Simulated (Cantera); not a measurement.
A perfectly stirred reactor is fed with H2 : O2 : N2 = 1.1 : 1 : 0.51 (molar parts), at 0.910 bar; it is held at 800 K, and followed from long to short residence time.

Cantera simulation using the H2/O2 subset of GRI-Mech 3.0, which has no nitrogen chemistry; the numbers are that mechanism's predictions, not measurements. Below about 950 K walls govern HO2 and H2O2 in real vessels. The temperature is held fixed by assumption; the heat of reaction is taken as removed at once.

Task: Predict: x(H2) at τ = 18.0 s; x(O2) at τ = 18.0 s; x(HO2) at τ = 18.0 s; x(H2O) at τ = 18.0 s; x(H2) at τ = 39.0 ms; x(O2) at τ = 39.0 ms; x(HO2) at τ = 39.0 ms; x(H2O) at τ = 39.0 ms.

Result: 
- x(H2) at τ = 18.0 s = 0.387
- x(O2) at τ = 18.0 s = 0.369
- x(HO2) at τ = 18.0 s = 1.14e-5
- x(H2O) at τ = 18.0 s = 0.0419
- x(H2) at τ = 39.0 ms = 0.421
- x(O2) at τ = 39.0 ms = 0.383
- x(HO2) at τ = 39.0 ms = 1.06e-8
- x(H2O) at τ = 39.0 ms = 1.89e-9
